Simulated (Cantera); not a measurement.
Feed: 1 mol Si, 0.021 mol N2O, 340 mol H2, equilibrated at 1523 K and 0.160 bar.

Equilibrium computed with Cantera from the NASA thermochemical tables; the gas is ideal and each condensed phase is pure. Candidate condensed phases: H2O, Si, SiO2, Si2N2O, Si3N4; 35 gas species. Equilibrium is a limit: real reactors are often held back by kinetics, nucleation or transport.

Base state: H2 1.000, N2 6.17e-5, SiO 6.17e-5, H 5.78e-5 (mole fractions); condensed: Si(s).

### Question
What changes in the equilibrium state with this change: Si replaced by Si3N4?

### Answer
```
species          before     after
--------------  -------  --------
H2                1.000     0.999
N2              6.17e-5  0.000463
H               5.78e-5   5.78e-5
SiO             6.17e-5   9.38e-6
Si(s), mol        0.978     0.192
Si2N2O(s), mol        0    0.0178
Si3N4(s), mol         0     0.923
```
Mutual solubility and eutectic melting of coexisting phases are not modelled.
